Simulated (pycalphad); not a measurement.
An equivalent pycalphad script:

```python
from pycalphad import Database, equilibrium, calculate, variables as v
import numpy as np
db = Database('COST507.tdb')
comps = ['SI', 'CU', 'VA']
phases = ['BCC_A2', 'CU19SI6_ETA', 'CU33SI7_DELTA', 'CU4SI_EPSILON', 'CU56SI11_GAMMA', 'DIAMOND_A4', 'FCC_A1', 'HCP_A3', 'LIQUID']
eq = equilibrium(db, comps, phases, {v.X('CU'): 0.075, v.T: np.arange(1850, 499, -75), v.P: 101325, v.N: 1}, output=['HM', 'SM'])
```

All values are pycalphad results on the COST 507 light-alloy database (1999) (1 atm), not direct measurements. The data set is of 1999 and partly superseded. Phase fractions are per mole of atoms. Kinetics are ignored, which matters at the lower temperatures.

Results at three of the temperatures:

```
T = 950.00 K, P = 101325 Pa, N = 1 mol of atoms
G = -29631 J/mol, H = 16000 J/mol, S = 48.03 J/(mol K)  (SER reference)
chemical potentials (J/mol): Si -28049, Cu -49144
phase             fraction      x(Si)      x(Cu)
DIAMOND_A4          0.9013     1.0000       none
CU19SI6_ETA         0.0987     0.2400     0.7600
```

```
T = 800.00 K, P = 101325 Pa, N = 1 mol of atoms
G = -22752 J/mol, H = 12114 J/mol, S = 43.58 J/(mol K)  (SER reference)
chemical potentials (J/mol): Si -21475, Cu -38494
phase             fraction      x(Si)      x(Cu)
DIAMOND_A4          0.9013     1.0000       none
CU19SI6_ETA         0.0987     0.2400     0.7600
```

```
T = 575.00 K, P = 101325 Pa, N = 1 mol of atoms
G = -13827 J/mol, H = 6514 J/mol, S = 35.38 J/(mol K)  (SER reference)
chemical potentials (J/mol): Si -12999, Cu -24034
phase             fraction      x(Si)      x(Cu)
DIAMOND_A4          0.9013     1.0000       none
CU19SI6_ETA         0.0987     0.2400     0.7600
```

Changes of the phase set, refined by bisection:

| T (K) | phases above | phases below |
|---|---|---|
| 1647.0 | LIQUID | DIAMOND_A4 + LIQUID |
| 1073.7 | DIAMOND_A4 + LIQUID | CU19SI6_ETA + DIAMOND_A4 |

Database names, with the compositions (at.%) that they take in these runs: CU19SI6_ETA: Cu 76 Si 24. DIAMOND_A4 is diamond (Si). An entry "none" or "no" means that the model of the phase leaves that element out. The hcp model here describes the intermediate κ phase of Cu-Si.
